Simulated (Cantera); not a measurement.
Mixture: 19.7 % H2, 15.9 % O2, 59.8 % N2, 4.54 % H2O, at 91000 Pa, adiabatic and at constant volume. Ignition delay is the time to a rise of 400 K.

Computed with Cantera and GRI-Mech 3.0 (53 species, 325 reactions). Where the delays flatten at high temperature, the 400 K rule measures the pace of heat release, not the induction time.

Question: Predict: delay at 975 K; delay at 1125 K; delay at 1275 K; delay at 1425 K.

Answer: 
```
Property           Value
---------------  -------
delay at 975 K   7.03 ms
delay at 1125 K  89.6 µs
delay at 1275 K  38.4 µs
delay at 1425 K  23.8 µs
```
